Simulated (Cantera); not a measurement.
## Stirred combustor or abatement burner

A perfectly stirred reactor is fed with 13.6 % CH4, 18.1 % O2, 68.3 % N2, at 13.0 bar; it is adiabatic with a 725 K inlet, and is followed from long to short residence time, starting on the burning branch (τ in s: 0.13, 0.05, 0.019, 0.007, 0.0026, 0.00099, 0.00037, 0.00014, 5.2e-05, 2e-05).

Computed with Cantera and GRI-Mech 3.0 (53 species, 325 reactions). The pressure lies above the range GRI-Mech 3.0 was tuned for (to about 10 atm).

```csv
τ (s),T (K),x CH4,x O2,x NO2,x H,x CH3
0.13,2214,7.32e-5,1.05e-5,3.20e-10,0.000501,8.65e-6
0.050,2214,0.000176,2.58e-5,4.70e-10,0.000514,2.13e-5
0.019,2215,0.000410,6.49e-5,7.04e-10,0.000528,5.12e-5
0.0070,2216,0.000910,0.000168,1.05e-9,0.000545,0.000119
0.0026,2218,0.00177,0.000427,1.53e-9,0.000570,0.000247
0.00099,2218,0.00297,0.00103,2.14e-9,0.000602,0.000457
0.00037,2210,0.00462,0.00251,2.98e-9,0.000638,0.000789
0.00014,2179,0.00713,0.00615,3.94e-9,0.000648,0.00128
5.2e-5,2033,0.0157,0.0221,3.49e-9,0.000426,0.00193
2.0e-5,725,0.136,0.181,<1e-12,<1e-12,<1e-12
```
x: mole fraction; the columns are a selection and need not sum to one.
